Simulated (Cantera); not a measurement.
An adiabatic, constant-volume homogeneous reactor starts with CH₄ : O₂ : N₂ = 1 : 0.87 : 6.96 (molar parts), equivalence ratio 2.3, at 1075 K and 2400 Torr. Integrator tolerance rtol = 1e-08.

Computed with Cantera and GRI-Mech 3.0 (53 species, 325 reactions).

What does this change do: O2 0.87 to 2.4 parts?


```tsv
quantity	before	after
time of steepest temperature rise	0.283 s	65.7 ms
temperature at 8.00 s	1890 K	2912 K
equilibrium temperature	1890 K	2912 K
x(CH₄) at 8.00 s	1.35e-8 (gas-phase equilibrium 1.53e-8)	<1e-12 (gas-phase equilibrium <1e-12)
x(O₂) at 8.00 s	5.09e-10 (gas-phase equilibrium 5.09e-10)	0.0399 (gas-phase equilibrium 0.0399)
x(C₂H₆) at 8.00 s	<1e-12 (gas-phase equilibrium <1e-12)	<1e-12 (gas-phase equilibrium <1e-12)
x(NO₂) at 8.00 s	<1e-12 (gas-phase equilibrium <1e-12)	1.35e-5 (gas-phase equilibrium 1.35e-5)
x(NO) at 8.00 s	4.57e-7 (gas-phase equilibrium 2.59e-7)	0.0169 (gas-phase equilibrium 0.0169)
x(H₂O₂) at 8.00 s	4.61e-12 (gas-phase equilibrium 4.61e-12)	1.49e-6 (gas-phase equilibrium 1.49e-6)
x(C₂H₂) at 8.00 s	2.16e-12 (gas-phase equilibrium 2.45e-12)	<1e-12 (gas-phase equilibrium <1e-12)
```

What does this change do: CH4 1 to 0.31 parts?


| quantity | before | after |
|---|---|---|
| time of steepest temperature rise | 0.283 s | 0.154 s |
| temperature at 8.00 s | 1890 K | 2119 K |
| equilibrium temperature | 1890 K | 2119 K |
| x(CH₄) at 8.00 s | 1.35e-8 (gas-phase equilibrium 1.53e-8) | <1e-12 (gas-phase equilibrium <1e-12) |
| x(O₂) at 8.00 s | 5.09e-10 (gas-phase equilibrium 5.09e-10) | 0.0285 (gas-phase equilibrium 0.0285) |
| x(C₂H₆) at 8.00 s | <1e-12 (gas-phase equilibrium <1e-12) | <1e-12 (gas-phase equilibrium <1e-12) |
| x(NO₂) at 8.00 s | <1e-12 (gas-phase equilibrium <1e-12) | 5.31e-6 (gas-phase equilibrium 5.31e-6) |
| x(NO) at 8.00 s | 4.57e-7 (gas-phase equilibrium 2.59e-7) | 0.00401 (gas-phase equilibrium 0.00401) |
| x(H₂O₂) at 8.00 s | 4.61e-12 (gas-phase equilibrium 4.61e-12) | 8.63e-8 (gas-phase equilibrium 8.63e-8) |
| x(C₂H₂) at 8.00 s | 2.16e-12 (gas-phase equilibrium 2.45e-12) | <1e-12 (gas-phase equilibrium <1e-12) |
